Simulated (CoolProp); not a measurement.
Saturation properties of n-decane.

Values from CoolProp's reference Helmholtz-energy equation of state, Lemmon 2006. It is a short technical equation, of lower accuracy than the large ones.

```tsv
T (°C)	p (kPa)	liquid density (kg/m³)	enthalpy of vaporisation (kJ/kg)	liquid cp (kJ/(kg K))
160.45	70.62	616.3	285.0	2.752
174.75	103.0	603.3	276.0	2.815
189.05	145.9	589.9	266.5	2.879
203.35	201.8	575.9	256.4	2.944
217.55	272.3	561.3	245.8	3.011
231.85	361.2	545.7	234.3	3.082
246.15	470.7	529.0	221.8	3.158
260.45	604.0	510.9	208.1	3.243
```

It boils at 174.1 °C under 1 atm.
